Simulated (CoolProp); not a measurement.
The fluid at 298.15 K and 15.7 MPa flows at 13 m/s in a round tube of 4.6 mm bore and 1.5 µm roughness, fully developed (64/Re and Nu = 3.66 if laminar; Colebrook and Gnielinski if turbulent). The same conditions are run with several fluids, on thermodynamics alone (safety and materials aside).

Model: reference Helmholtz-energy equation of state of each fluid (methane: Setzmann 1991; nitrogen: Span 2000; C2F6 (R116): Lemmon 2006; dry air: Lemmon 2000; normal hydrogen: Leachman 2009), in CoolProp. Blends and air are pseudo-pure fits.

```tsv
fluid	Reynolds number	Darcy friction factor	pressure drop (Pa/m)	heat-transfer coefficient (W/(m² K))	mass flow (kg/h)
methane	449000	0.0166	37900	11300	96.8
nitrogen	476000	0.0165	52400	6390	134
C2F6 (R116)	505000	0.0165	378000	22600	971
dry air	[?]	0.0165	[?]	6570	142
normal hydrogen	[?]	[?]	4380	6570	9.06
```

Q: What belongs in the gaps?

A: 
- dry air, Reynolds number: 489000
- dry air, pressure drop (Pa/m): 55100
- normal hydrogen, Reynolds number: 76200
- normal hydrogen, Darcy friction factor: 0.0204

Transport values come from each fluid's own correlations; those of C2F6 (R116) are estimates that may be off by 10 % or more.
